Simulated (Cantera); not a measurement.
Charge: 1 mol CF4, 1.6 mol HCl, 1.1 mol H2, 0.6 mol F2, equilibrated at 18.0 Pa.

Equilibrium computed with Cantera from the NASA thermochemical tables; the gas is ideal and each condensed phase is pure. Candidate condensed phases: C, C6H6, C7H8, C8H18; 118 gas species. Condensed phases not in the tables: fluorocarbon polymer. Gases not in the tables: C2F6 and larger saturated fluorocarbons. Kinetics and transport are ignored.

log p: log10 of the partial pressure in bar; n: condensed amount in mol.

```json
[
 {"T (K)": "800", "log p HF": "-4.05", "log p HCl": "-4.22", "log p Cl": "-7.96", "log p F": "<-15", "log p CF4": "-4.54", "log p Cl2": "-5.86", "log p CF2": "-15.24", "n C(graphite)": "0.268"},
 {"T (K)": "950", "log p HF": "-4.00", "log p HCl": "(withheld)", "log p Cl": "(withheld)", "log p F": "(withheld)", "log p CF4": "(withheld)", "log p Cl2": "(withheld)", "log p CF2": "(withheld)", "n C(graphite)": "(withheld)"},
 {"T (K)": "1100", "log p HF": "-3.95", "log p HCl": "-4.55", "log p Cl": "-5.27", "log p F": "-10.88", "log p CF4": "-4.70", "log p Cl2": "-4.89", "log p CF2": "-10.28", "n C(graphite)": "0.459"},
 {"T (K)": "1250", "log p HF": "-3.93", "log p HCl": "(withheld)", "log p Cl": "(withheld)", "log p F": "(withheld)", "log p CF4": "(withheld)", "log p Cl2": "(withheld)", "log p CF2": "(withheld)", "n C(graphite)": "(withheld)"},
 {"T (K)": "1400", "log p HF": "-3.93", "log p HCl": "-5.39", "log p Cl": "-4.37", "log p F": "-7.72", "log p CF4": "-4.91", "log p Cl2": "-5.64", "log p CF2": "-7.52", "n C(graphite)": "0.617"},
 {"T (K)": "1550", "log p HF": "-3.93", "log p HCl": "-5.96", "log p Cl": "-4.31", "log p F": "-6.59", "log p CF4": "-4.96", "log p Cl2": "-6.44", "log p CF2": "-6.53", "n C(graphite)": "0.639"},
 {"T (K)": "1700", "log p HF": "-3.93", "log p HCl": "-6.48", "log p Cl": "-4.31", "log p F": "-5.66", "log p CF4": "-5.03", "log p Cl2": "-7.19", "log p CF2": "-5.74", "n C(graphite)": "0.635"},
 {"T (K)": "1850", "log p HF": "-3.95", "log p HCl": "-6.88", "log p Cl": "-4.33", "log p F": "-4.96", "log p CF4": "-5.35", "log p Cl2": "-7.86", "log p CF2": "-5.21", "n C(graphite)": "0.638"},
 {"T (K)": "2000", "log p HF": "-3.98", "log p HCl": "-7.01", "log p Cl": "-4.36", "log p F": "-4.59", "log p CF4": "-6.57", "log p Cl2": "-8.45", "log p CF2": "-5.24", "n C(graphite)": "0.774"},
 {"T (K)": "2150", "log p HF": "-3.99", "log p HCl": "-6.89", "log p Cl": "-4.37", "log p F": "-4.48", "log p CF4": "-8.44", "log p Cl2": "-8.94", "log p CF2": "-5.67", "n C(graphite)": "0.909"}
]
```

### Question
Complete the blanks.

### Answer

- 1250, log p HCl: -4.87
- 1250, log p Cl: -4.63
- 1250, log p F: -9.11
- 1250, log p CF4: -4.81
- 1250, log p Cl2: -5.04
- 1250, log p CF2: -8.73
- 1250, n C(graphite): 0.553
- 950, log p HCl: -4.34
- 950, log p Cl: -6.31
- 950, log p F: -13.23
- 950, log p CF4: -4.60
- 950, log p Cl2: -5.12
- 950, log p CF2: -12.35
- 950, n C(graphite): 0.351
